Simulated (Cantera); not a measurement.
Charge: 1 mol MgO, 0.062 mol HCl, 0.071 mol N₂, at 24.0 mbar.

Cantera equilibrium calculation (NASA polynomials, part measured and part estimated; ideal gas, pure solids and liquids). Candidate condensed phases: H₂O, Mg, MgCl₂, MgO, Mg(OH)₂, NH₄Cl; 38 gas species. Kinetics and transport are ignored.

x: gas mole fraction; n: condensed amount in mol.

| T (°C) | x N₂ | x HCl | x MgCl₂ | x H₂O | x Cl | x H₂ | n MgO(s) |
|---|---|---|---|---|---|---|---|
| 850 | 0.534 | 0.456 | 0.00509 | 0.00509 | 2.66e-5 | 1.75e-5 | 0.999 |
| 900 | 0.534 | 0.452 | 0.00700 | 0.00700 | 5.32e-5 | 3.20e-5 | 0.999 |
| 950 | 0.534 | 0.447 | 0.00934 | 0.00934 | 9.95e-5 | 5.64e-5 | 0.999 |
| 1000 | 0.534 | 0.442 | [?] | [?] | [?] | [?] | 0.998 |
| 1050 | 0.534 | 0.435 | 0.0154 | 0.0154 | 0.000297 | 0.000158 | 0.998 |
| 1100 | 0.534 | 0.427 | 0.0191 | 0.0191 | 0.000480 | 0.000251 | 0.997 |
| 1150 | 0.534 | 0.419 | [?] | [?] | [?] | [?] | 0.997 |
| 1200 | 0.534 | 0.409 | 0.0277 | 0.0277 | 0.00113 | 0.000578 | 0.996 |
| 1250 | 0.533 | 0.399 | 0.0326 | 0.0326 | 0.00165 | 0.000841 | 0.996 |
| 1300 | 0.533 | 0.388 | 0.0377 | 0.0377 | 0.00234 | 0.00119 | 0.995 |
| 1350 | 0.533 | 0.376 | 0.0430 | 0.0429 | 0.00325 | 0.00165 | 0.994 |

Complete the blanks.


- 1000, x MgCl₂: 0.0121
- 1000, x H₂O: 0.0121
- 1000, x Cl: 0.000176
- 1000, x H₂: 9.61e-5
- 1150, x MgCl₂: 0.0232
- 1150, x H₂O: 0.0232
- 1150, x Cl: 0.000748
- 1150, x H₂: 0.000386
